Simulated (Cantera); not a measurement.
Thermodynamics of fluorocarbon and chlorocarbon gases, feed c-C4F8 + HCl

Charge: 1 mol c-C4F8, 0.015 mol HCl, equilibrated at 13300 Pa.

These are equilibrium values from Cantera (NASA tables, ideal gas, pure condensed phases), not measurements of a reactor. Candidate condensed phases: C, C6H6, C7H8, C8H18; 118 gas species. The feed counts by its element totals alone. The tables' values for C2F4 are old estimates; treat these amounts as uncertain. Gases not in the tables: C2F6 and larger saturated fluorocarbons. The numbers say what is thermodynamically allowed, not how fast it happens.

From 1650 K to 2550 K the condensed part is C(graphite). The main C-bearing gas is CF4 at 1650 K and CF2 at 2550 K. The share of C in condensed phases is highest at 1650 K (50.1 %) and lowest at 2550 K (31.2 %).

```tsv
T (K)	log p CF4	log p CF2	log p F	log p CF3	log p CF	n C(graphite)
1650	-0.88	-3.93	-4.92	-4.45	-8.17	2.00
1750	-0.88	-3.43	-4.35	-4.04	-7.30	2.00
1850	-0.89	-2.98	-3.84	-3.68	-6.52	2.00
1950	-0.89	-2.58	-3.38	-3.36	-5.83	1.98
2050	-0.91	-2.23	-2.97	-3.07	-5.20	1.96
2150	-0.94	-1.92	-2.60	-2.83	-4.64	1.91
2250	-0.99	-1.65	-2.28	-2.63	-4.13	1.82
2350	-1.09	-1.43	-1.99	-2.48	-3.69	1.68
2450	-1.26	-1.27	-1.74	-2.41	-3.29	1.48
2550	-1.51	-1.17	-1.54	-2.41	-2.96	1.25
```
log p: log10 of the partial pressure in bar; n: condensed amount in mol.
